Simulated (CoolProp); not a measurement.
n-heptane at 343.59 K and 0.279 MPa flows at 4.6 m/s in a round tube of 6 mm bore and 0.25 µm roughness, fully developed (64/Re and Nu = 3.66 if laminar; Colebrook and Gnielinski if turbulent). Each further row changes one setting.

Values from CoolProp's reference Helmholtz-energy equation of state, Span 2003. It is a short technical equation, of lower accuracy than the large ones.

```
case              Reynolds number  Darcy friction factor  pressure drop (Pa/m)  heat-transfer coefficient (W/(m² K))  mass flow (kg/h)
----------------  ---------------  ---------------------  --------------------  ------------------------------------  ----------------
as stated                   70300                      …                 22100                                  7330                 …
velocity 9.2 m/s           141000                 0.0170                 77000                                 13400               600
diameter 12 mm             141000                 0.0169                  9550                                     …              1200
```

**Question.** Complete the blanks.

**Answer.** 
- as stated, Darcy friction factor: 0.0196
- as stated, mass flow (kg/h): 300
- diameter 12 mm, heat-transfer coefficient (W/(m² K)): 6650

Viscosity comes from a separate model (Michailidou 2014). Thermal conductivity comes from a separate model (Assael 2013).
